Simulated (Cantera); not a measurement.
A closed system holds: 1 mol Fe2O3, 3.8 mol SO2, 0.66 mol CO2, at 10.0 Torr.

These are equilibrium values from Cantera (NASA tables, ideal gas, pure condensed phases), not measurements of a reactor. Candidate condensed phases: C, Fe, Fe(CO)5, FeO, FeS, FeSO4, FeS2, Fe2O3, Fe2(SO4)3, Fe3O4, S; 25 gas species. Mutual solubility and eutectic melting of coexisting phases are not modelled. Rates play no part. All values below are at 1250 K.

Base state: SO2 0.852, CO2 0.148, SO3 0.000254, O2 0.000218 (mole fractions); condensed: Fe2O3(s) + Fe3O4(s).

What changes in the equilibrium state with this change: 0.1 mol H2 added?


| species | before | after |
|---|---|---|
| SO2 | 0.852 | 0.833 |
| CO2 | 0.148 | 0.145 |
| H2O | 0 | 0.0219 |
| SO3 | 0.000254 | 0.000248 |
| O2 | 0.000218 | 0.000218 |
| Fe2O3(s), mol | 0.991 | 0.691 |
| Fe3O4(s), mol | 0.00610 | 0.206 |
Further candidate phases: C6H6, C7H8, C8H18, Fe(OH)2, Fe(OH)3, H2O, H2SO4.
